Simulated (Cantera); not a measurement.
Input: 1 mol MgO, 0.31 mol H2S, 1.5 mol CO2, at 750 Torr.

Method: chemical equilibrium by Gibbs-energy minimisation in Cantera with the NASA 1993 tables (ideal gas, pure condensed phases). Candidate condensed phases: C, C6H6, C7H8, C8H18, H2O, H2SO4, Mg, MgCO3, MgO, Mg(OH)2, MgS, MgSO4, S; 130 gas species. Gases not in the tables: S3 to S7. Kinetics and transport are ignored.

Q: Which condensed phases are stable at each of these points (T (K)): 600, 700, 800, 900, 1000, 1100, 1200, 1300, 1400, 1500, 1600, 1700, 1800, 1900?

A: 
| T (K) | condensed phases | Mg condensed (%) |
|---|---|---|
| 600 | MgCO3(s) | 100.0 |
| 700 | MgO(s) | 100.0 |
| 800 | MgO(s) | 100.0 |
| 900 | MgO(s) | 100.0 |
| 1000 | MgO(s) | 100.0 |
| 1100 | MgO(s) | 100.0 |
| 1200 | MgO(s) | 100.0 |
| 1300 | MgO(s) | 100.0 |
| 1400 | MgO(s) | 100.0 |
| 1500 | MgO(s) | 100.0 |
| 1600 | MgO(s) | 100.0 |
| 1700 | MgO(s) | 100.0 |
| 1800 | MgO(s) | 100.0 |
| 1900 | MgO(s) | 100.0 |

At 600 K the condensed part is MgCO3(s). From 700 K to 1900 K the condensed part is MgO(s).
